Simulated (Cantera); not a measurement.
A closed system holds: 1 mol SiCl4, 3.3 mol O3, 33 mol N2, equilibrated at 1752 °C and 1.00 bar.

Cantera equilibrium calculation (NASA polynomials, part measured and part estimated; ideal gas, pure solids and liquids). Candidate condensed phases: Si, SiO2, Si2N2O, Si3N4; 23 gas species. The tables hold silica as quartz up to 1696 K and as liquid above; real silica turns to tridymite and cristobalite and melts near 1996 K. Rates play no part.

Base state: N2 0.811, O2 0.0943, Cl 0.0792, Cl2 0.00954, NO 0.00557, ClO 0.000360, O 0.000248 (mole fractions); condensed: SiO2(l).

Problem. What changes in the equilibrium state with this change: temperature from 1752 °C to 400 °C?

Solution. 
```json
[
 {"species": "N2", "before": "0.811", "after": "0.847"},
 {"species": "O2", "before": "0.0943", "after": "0.101"},
 {"species": "Cl2", "before": "0.00954", "after": "0.0513"},
 {"species": "Cl", "before": "0.0792", "after": "6.41e-8"},
 {"species": "O", "before": "0.000248", "after": "<1e-9"},
 {"species": "ClO", "before": "0.000360", "after": "4.60e-9"},
 {"species": "NO", "before": "0.00557", "after": "1.08e-7"},
 {"species": "SiO2(l), mol", "before": "1.000", "after": "0"},
 {"species": "SiO2(α-quartz), mol", "before": "0", "after": "1.00"}
]
```

Problem. What changes in the equilibrium state with this change: temperature from 1752 °C to 1302 °C?

Solution. 
```
species                before    after
-------------------  --------  -------
N2                      0.811    0.838
O2                     0.0943   0.0997
Cl2                   0.00954   0.0412
Cl                     0.0792   0.0192
O                    0.000248  3.38e-6
NO                    0.00557  0.00123
SiO2(l), mol            1.000        0
SiO2(β-quartz), mol         0    1.000
```

Problem. What changes in the equilibrium state with this change: 0.56 mol H2O added?

Solution. 
```
species        before     after
------------  -------  --------
N2              0.811     0.802
O2             0.0943    0.0998
Cl             0.0792    0.0599
HCl                 0    0.0265
H2O                 0  0.000362
OH                  0  0.000115
Cl2           0.00954   0.00545
SiO2(l), mol    1.000     1.000
```
Further candidate phases: H2O, NH4Cl.
